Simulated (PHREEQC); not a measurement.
Acid rinse or clean: an equilibrium model

Consider water at 25 °C with 0.0079 mol HF, 0.00031 mol NaCl and 0.1 mol CuCl2 per kg of water. Closed to the air; pH follows from the charge balance.

All values are PHREEQC results (ion-association model, phreeqc.dat), not measurements.

Precipitation was switched off in this run.

What pH, ionic strength, density does the model give?

pH 2.62; ionic strength 0.274 mol/kgw; density 1.009 g/cm³.

In which forms is Cu present?

Cu+2 86 %, CuCl+ 13 %, CuF+ 0.9 %, CuCl2 0.6 % of the Cu.
